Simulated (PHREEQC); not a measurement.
Dissolve 0.021 mol ZnSO4, 5.8e-05 mol H3BO3 and 0.16 mol HCl per kg of water at 60 °C. Closed to the air; pH follows from the charge balance.

All values are PHREEQC results (ion-association model, phreeqc.dat), not measurements.

Question: The ionic strength comes out as 0.190 mol/kgw. What activity coefficients do ZnCl+, H+, ZnCl4-2, SO4-2, Zn(SO4)2-2 get?

Answer: ZnCl+ 0.71, H+ 0.79, ZnCl4-2 0.28, SO4-2 0.28, Zn(SO4)2-2 0.29.

Precipitation was switched off in this run. Away from 25 °C the constants follow the database's enthalpies or fits; those with neither stay at their 25 °C values.
